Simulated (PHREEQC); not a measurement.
Solution (25 °C): 0.011 mol/kgw HF and 0.014 mol/kgw NH4HF2. It is in equilibrium with CO2 at log p = -3.4 (atm). Otherwise closed; pH follows from the charge balance.

Model: ion-association model, phreeqc.dat, run in PHREEQC.

```yaml
pH: 2.92
ionic_strength: 0.0153 mol/kgw
total_alkalinity: -25.0 meq/kg
```

```
species  molality  activity   log γ
-------  --------  --------  ------
HF         0.0224    0.0225   0.002
F-         0.0141    0.0124  -0.055
NH4+       0.0140    0.0123  -0.057
H+        0.00134   0.00121  -0.046
HF2-      0.00122   0.00108  -0.054
CO2       1.35e-5   1.36e-5   0.002
NH3       5.77e-9   5.79e-9   0.002
HCO3-     5.62e-9   4.99e-9  -0.052
```

No solid was allowed to form.
